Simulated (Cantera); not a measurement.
Input: 1 mol CuO, 1.3 mol HF, 41 mol H2, at 0.100 bar.

These are equilibrium values from Cantera (NASA tables, ideal gas, pure condensed phases), not measurements of a reactor. Candidate condensed phases: Cu, CuF2, CuO, Cu(OH)2, Cu2O, H2O; 27 gas species. Equilibrium is a limit: real reactors are often held back by kinetics, nucleation or transport.

Task: What share of the Cu ends up in condensed phases as a function of T (K), at 848, 998, 1148, 1298, 1448, 1598, 1748, 1898?

Result: 
```json
[
 {"T (K)": "848", "Cu condensed (%)": "100.0", "as": "Cu(s)"},
 {"T (K)": "998", "Cu condensed (%)": "100.0", "as": "Cu(s)"},
 {"T (K)": "1148", "Cu condensed (%)": "100.0", "as": "Cu(s)"},
 {"T (K)": "1298", "Cu condensed (%)": "100.0", "as": "Cu(s)"},
 {"T (K)": "1448", "Cu condensed (%)": "99.9", "as": "Cu(l)"},
 {"T (K)": "1598", "Cu condensed (%)": "98.3", "as": "Cu(l)"},
 {"T (K)": "1748", "Cu condensed (%)": "87.5", "as": "Cu(l)"},
 {"T (K)": "1898", "Cu condensed (%)": "31.2", "as": "Cu(l)"}
]
```
